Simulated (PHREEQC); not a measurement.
A solution holds 0.22 mol HF, 0.032 mol H2SiF6 and 0.062 mol HCl per kg of water, at 25 °C. Closed to the air; pH follows from the charge balance.

Computed with PHREEQC (ion-association model, phreeqc.dat).

Each row changes one thing in this solution. No solid was allowed to form.

```json
[
 {"case": "as made", "pH": "0.98", "ionic strength (mol/kgw)": "0.162", "HF (mol/kgw)": "0.215", "F- (mol/kgw)": "0.00197", "HF2- (mol/kgw)": "0.00161"},
 {"case": "0.02 mol/kgw NaOH added", "pH": "[?]", "ionic strength (mol/kgw)": "0.162", "HF (mol/kgw)": "0.214", "F- (mol/kgw)": "[?]", "HF2- (mol/kgw)": "0.00188"},
 {"case": "temperature from 25 to 40 °C", "pH": "0.99", "ionic strength (mol/kgw)": "0.161", "HF (mol/kgw)": "0.216", "F- (mol/kgw)": "0.00152", "HF2- (mol/kgw)": "0.00137"},
 {"case": "diluted 2-fold with water", "pH": "1.26", "ionic strength (mol/kgw)": "0.0814", "HF (mol/kgw)": "[?]", "F- (mol/kgw)": "0.00171", "HF2- (mol/kgw)": "[?]"},
 {"case": "H2SiF6 left out", "pH": "1.24", "ionic strength (mol/kgw)": "0.0678", "HF (mol/kgw)": "0.212", "F- (mol/kgw)": "[?]", "HF2- (mol/kgw)": "0.00258"},
 {"case": "0.016 mol/kgw H2SO4 added", "pH": "0.93", "ionic strength (mol/kgw)": "0.183", "HF (mol/kgw)": "0.215", "F- (mol/kgw)": "0.00177", "HF2- (mol/kgw)": "0.00145"}
]
```

Q: Some entries are withheld; supply them.

A: 
- 0.02 mol/kgw NaOH added, pH: 1.05
- 0.02 mol/kgw NaOH added, F- (mol/kgw): 0.00230
- diluted 2-fold with water, HF (mol/kgw): 0.107
- diluted 2-fold with water, HF2- (mol/kgw): 0.000702
- H2SiF6 left out, F- (mol/kgw): 0.00318

Complexes and solids missing from the database can't appear. Away from 25 °C the constants follow the database's enthalpies or fits; those with neither stay at their 25 °C values. SiF6-2 is the database's only silicon fluoride.
